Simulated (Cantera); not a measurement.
Input (Python, Cantera):

```python
import numpy as np
import cantera as ct

gas = ct.Solution("h2o2.yaml")
gas.TPX = 650, 16000, {'H2': 1, 'O2': 0.847, 'N2': 3.19}
flame = ct.FreeFlame(gas, width=0.14)
flame.set_refine_criteria(ratio=3, slope=0.08, curve=0.16)
flame.transport_model = "mixture-averaged"
flame.solve(loglevel=0, auto=True)
flame.transport_model = "multicomponent"
flame.soret_enabled = True
flame.solve(loglevel=0, refine_grid=True)
z, T = flame.grid, flame.T
thick = (T[-1] - T[0]) / np.gradient(T, z).max()
show = ['H2', 'O2', 'H2O', 'OH', 'H2O2', 'O']
print(f"laminar burning velocity  {flame.velocity[0] * 100:.3f} cm/s")
print(f"burnt temperature         {T[-1]:.1f} K")
print(f"thermal thickness         {thick * 1e3:.4f} mm")
print(f"grid points               {len(z)}")
z0 = z[flame.heat_release_rate.argmax()]
print(f"{'z/mm':>9s}{'T/K':>9s}{'u/(m/s)':>9s}" + "".join(f"{s:>11s}" for s in show))
rows = []
for k in (-3, -2, -1.5, -1, -0.5, -0.25, 0, 0.25, 0.5, 1, 2, 4, 8):
    zz = z0 + k * thick
    rows.append([k * thick, np.interp(zz, z, T), np.interp(zz, z, flame.velocity),
                 *(np.interp(zz, z, flame.X[gas.species_index(s)]) for s in show)])
    print(f"{rows[-1][0] * 1e3:9.3f}{rows[-1][1]:9.1f}{rows[-1][2]:9.3f}" + "".join(f"{x:11.3e}" for x in rows[-1][3:]))
```

Result:

```
laminar burning velocity  506.537 cm/s
burnt temperature         2079.5 K
thermal thickness         5.2002 mm
grid points               128
     z/mm      T/K  u/(m/s)         H2         O2        H2O         OH       H2O2          O
  -15.601    650.0    5.065  1.985e-01  1.682e-01  7.709e-14  6.913e-17  7.102e-15  8.787e-16
  -10.400    650.0    5.065  1.985e-01  1.682e-01  2.672e-11  1.390e-13  2.663e-14  1.633e-12
   -7.800    650.0    5.065  1.985e-01  1.682e-01  1.028e-09  9.324e-12  1.298e-12  1.002e-10
   -5.200    650.0    5.065  1.985e-01  1.682e-01  2.140e-07  3.229e-09  7.960e-10  1.725e-08
   -2.600    660.9    5.131  1.944e-01  1.684e-01  8.787e-04  3.662e-05  7.407e-07  1.623e-05
   -1.300    774.8    5.925  1.692e-01  1.651e-01  1.326e-02  3.377e-04  8.297e-07  4.117e-04
    0.000   1087.0    8.107  7.887e-02  1.297e-01  8.647e-02  2.887e-03  1.184e-06  6.834e-03
    1.300   1334.8    9.865  2.233e-02  8.908e-02  1.544e-01  7.001e-03  1.255e-06  1.612e-02
    2.600   1455.1   10.691  1.709e-02  8.220e-02  1.666e-01  8.993e-03  8.862e-07  1.712e-02
    5.200   1587.9   11.572  1.579e-02  7.929e-02  1.748e-01  1.109e-02  5.037e-07  1.548e-02
   10.400   1721.9   12.433  1.350e-02  7.716e-02  1.837e-01  1.261e-02  2.630e-07  1.259e-02
   20.801   1846.4   13.211  1.017e-02  7.576e-02  1.931e-01  1.293e-02  1.435e-07  9.039e-03
   41.601   1949.4   13.841  6.513e-03  7.518e-02  2.018e-01  1.172e-02  8.617e-08  5.573e-03
```

Model: the H2/O2 subset of GRI-Mech 3.0, which has no nitrogen chemistry, integrated in Cantera. Burning velocities carry a grid error of a few per cent, more on coarse grids. Lean hydrogen flames are cellular in practice and burn faster than this planar one.
